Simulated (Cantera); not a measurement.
A perfectly stirred reactor is fed with C2H6 : N2 = 1 : 140 (molar parts), at 1.00 bar; it is held at 1625 K, and followed from long to short residence time.

Cantera simulation using GRI-Mech 3.0 (53 species, 325 reactions); the numbers are that mechanism's predictions, not measurements. GRI-Mech 3.0 stops at C3 and has no aromatics, soot or wall deposition, so with more carbon than oxygen in the feed, carbon stays in small species such as C2H2 where larger ones or solid carbon would form.

What does this change do: C2H6 1 to 2.7 parts?


| quantity | before | after |
|---|---|---|
| x(C2H6) at τ = 1.20 s | 2.41e-6 | 5.11e-6 |
| x(CH3) at τ = 1.20 s | 2.50e-5 | 3.67e-5 |
| x(C2H2) at τ = 1.20 s | 0.00626 | 0.0164 |
| x(CH2) at τ = 1.20 s | 1.99e-8 | 1.76e-8 |
| x(CH4) at τ = 1.20 s | 0.00141 | 0.00350 |
| x(C2H6) at τ = 24.0 ms | 6.08e-5 | 0.000126 |
| x(CH3) at τ = 24.0 ms | 0.000118 | 0.000171 |
| x(C2H2) at τ = 24.0 ms | 0.00559 | 0.0148 |
| x(CH2) at τ = 24.0 ms | 2.51e-7 | 2.17e-7 |
| x(CH4) at τ = 24.0 ms | 0.00207 | 0.00550 |
